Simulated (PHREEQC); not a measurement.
Consider water at 25 °C with 67 mmol/kgw Cu(BF4)2 and 2.4 mmol/kgw KCl. Closed to the air; pH follows from the charge balance.

Model: ion-association model, wateq4f.dat, run in PHREEQC.

Each row changes one thing in this solution. No solid was allowed to form.

```json
[
 {"case": "as made", "pH": "2.61", "ionic strength (mol/kgw)": "0.204", "HF (mol/kgw)": "0.00775", "F- (mol/kgw)": "0.00310", "H2F2 (mol/kgw)": "0.000164", "HF2- (mol/kgw)": "9.65e-5"},
 {"case": "KCl replaced by KHF2 at the same molality", "pH": "2.69", "ionic strength (mol/kgw)": "0.203", "HF (mol/kgw)": "0.00842", "F- (mol/kgw)": "?", "H2F2 (mol/kgw)": "0.000194", "HF2- (mol/kgw)": "0.000138"},
 {"case": "Cu(BF4)2 from 0.067 to 0.0335 mol/kgw", "pH": "2.71", "ionic strength (mol/kgw)": "0.104", "HF (mol/kgw)": "0.00630", "F- (mol/kgw)": "0.00292", "H2F2 (mol/kgw)": "0.000106", "HF2- (mol/kgw)": "7.23e-5"},
 {"case": "diluted 2-fold with water", "pH": "2.71", "ionic strength (mol/kgw)": "0.103", "HF (mol/kgw)": "0.00630", "F- (mol/kgw)": "0.00292", "H2F2 (mol/kgw)": "0.000106", "HF2- (mol/kgw)": "7.23e-5"},
 {"case": "KCl left out", "pH": "2.61", "ionic strength (mol/kgw)": "0.202", "HF (mol/kgw)": "0.00775", "F- (mol/kgw)": "0.00309", "H2F2 (mol/kgw)": "0.000164", "HF2- (mol/kgw)": "9.64e-5"},
 {"case": "temperature from 25 to 35 °C", "pH": "2.62", "ionic strength (mol/kgw)": "0.204", "HF (mol/kgw)": "0.00910", "F- (mol/kgw)": "0.00312", "H2F2 (mol/kgw)": "0.000157", "HF2- (mol/kgw)": "0.000122"},
 {"case": "Cu(BF4)2 replaced by NaHF2 at the same molality", "pH": "3.16", "ionic strength (mol/kgw)": "0.0689", "HF (mol/kgw)": "0.0453", "F- (mol/kgw)": "0.0565", "H2F2 (mol/kgw)": "?", "HF2- (mol/kgw)": "0.00998"},
 {"case": "diluted 100-fold with water", "pH": "3.11", "ionic strength (mol/kgw)": "0.00283", "HF (mol/kgw)": "0.00176", "F- (mol/kgw)": "0.00160", "H2F2 (mol/kgw)": "8.07e-6", "HF2- (mol/kgw)": "1.08e-5"}
]
```

Problem. Some entries are withheld; supply them.

Solution. 
- KCl replaced by KHF2 at the same molality, F- (mol/kgw): 0.00407
- Cu(BF4)2 replaced by NaHF2 at the same molality, H2F2 (mol/kgw): 0.00544

Real BF4- forms and hydrolyses slowly; the run takes it at equilibrium.
